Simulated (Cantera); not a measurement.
Mixture: H2 : O2 : N2 : NO = 1 : 0.549 : 2.07 : 0.0088 (molar parts), at 4.40 bar, adiabatic and at constant pressure. Ignition delay is the time to a rise of 400 K.

Detailed kinetics in Cantera: GRI-Mech 3.0 (53 species, 325 reactions). The hydrogen kinetics of GRI-Mech 3.0 are dated; newer H2 mechanisms differ, most at raised pressure. The mechanism lacks 2 NO + O2 → 2 NO2 and HONO, so NO2 and the effect of NO are under-described below about 1400 K. Where the delays flatten at high temperature, the 400 K rule measures the pace of heat release, not the induction time.

### Question
What does this change do: pressure from 4.40 bar to 10.0 bar?

### Answer
```
quantity          before     after
---------------  -------  --------
delay at 1248 K  9.82 µs   7.17 µs
delay at 1348 K  5.69 µs   3.09 µs
delay at 1448 K  3.84 µs   1.81 µs
delay at 1548 K  2.85 µs   1.24 µs
delay at 1648 K  2.29 µs  0.931 µs
delay at 1748 K  1.96 µs  0.746 µs
```
